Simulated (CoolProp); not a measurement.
Vapour-liquid equilibrium of n-octane (1) + ethylbenzene (2) at 0.036 MPa; x and y are mole fractions of (1).

Values from CoolProp's multi-fluid Helmholtz-energy mixture model, Beckmüller 2019 and Zhou 2012; pair parameters Bell 2016.

```csv
x,"bubble temperature, mixture model (°C)","bubble temperature, Raoult's law (°C)","y, mixture model","y, Raoult's law"
0.05,100.4,100.9,0.083,0.067
0.125,98.9,100.1,[?],0.163
0.2,97.7,99.3,[?],0.255
0.275,[?],98.6,0.367,0.342
0.35,95.9,97.8,[?],0.424
0.425,95.1,97.1,[?],0.503
0.5,94.5,96.4,0.576,0.578
0.575,[?],95.7,0.639,0.650
0.65,93.4,95.1,[?],0.718
0.725,93.0,94.4,0.761,0.784
0.8,[?],93.8,0.823,0.846
0.875,92.4,93.1,0.887,0.906
0.95,92.2,92.5,0.954,0.963
```

Problem. Fill in the missing entries.

Solution. 
- 0.125, y, mixture model: 0.191
- 0.2, y, mixture model: 0.284
- 0.275, bubble temperature, mixture model (°C): 96.7
- 0.35, y, mixture model: 0.442
- 0.425, y, mixture model: 0.511
- 0.575, bubble temperature, mixture model (°C): 93.9
- 0.65, y, mixture model: 0.700
- 0.8, bubble temperature, mixture model (°C): 92.7

The largest gap from Raoult's law is -2.0 K in bubble temperature, at x = 0.425. No azeotrope shows between x = 0.05 and 0.95.

Pair parameters are fitted to limited data, so mixtures are less certain than the pure fluids.
